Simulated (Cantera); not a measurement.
## Ignition delay

Mixture: 24.9 % H2, 15.8 % O2, 59.3 % N2, equivalence ratio 0.79, at 750 Torr, adiabatic and at constant volume. Ignition delay is the time to a rise of 400 K.

Cantera simulation using GRI-Mech 3.0 (53 species, 325 reactions); the numbers are that mechanism's predictions, not measurements. Where the delays flatten at high temperature, the 400 K rule measures the pace of heat release, not the induction time.

```json
[
 {"T0 (K)": "1075", "delay (ms)": "0.107"},
 {"T0 (K)": "1175", "delay (ms)": "0.0517"},
 {"T0 (K)": "1275", "delay (ms)": "0.0316"},
 {"T0 (K)": "1375", "delay (ms)": "0.0220"},
 {"T0 (K)": "1475", "delay (ms)": "0.0170"},
 {"T0 (K)": "1575", "delay (ms)": "0.0145"}
]
```
